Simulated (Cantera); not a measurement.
Feed: 1 mol AlCl₃, 28 mol N₂O, 1.7 mol H₂, at 2173 K and 0.320 bar.

Cantera equilibrium calculation (NASA polynomials, part measured and part estimated; ideal gas, pure solids and liquids). Candidate condensed phases: Al, AlCl₃, AlN, Al₂O₃, H₂O, NH₄Cl; 45 gas species. The numbers say what is thermodynamically allowed, not how fast it happens.

Base state: N₂ 0.619, O₂ 0.278, HCl 0.0367, Cl 0.0299, H₂O 0.0182, NO 0.0121, OH 0.00271, O 0.00212 (mole fractions); condensed: Al₂O₃(s).

**Question.** What changes in the equilibrium state with this change: temperature from 2173 K to 2098.15 K?

**Answer.** 
```csv
species,before,after
N₂,0.619,0.621
O₂,0.278,0.281
HCl,0.0367,0.0394
Cl,0.0299,0.0272
NO,0.0121,0.0102
H₂O,0.0182,0.0173
H,6.53e-5,3.17e-5
H₂,5.85e-5,3.38e-5
"Al₂O₃(s), mol",0.500,0.500
```

**Question.** What changes in the equilibrium state with this change: pressure from 0.320 bar to 0.160 bar?

**Answer.** 
```
species          before     after
-------------  --------  --------
N₂                0.619     0.619
O₂                0.278     0.277
HCl              0.0367    0.0343
Cl               0.0299    0.0324
H₂O              0.0182    0.0190
NO               0.0121    0.0121
AlOCl           7.80e-6   1.01e-5
H               6.53e-5  0.000112
Cl₂            0.000155   9.10e-5
H₂              5.85e-5   8.68e-5
Al₂O₃(s), mol     0.500     0.500
```
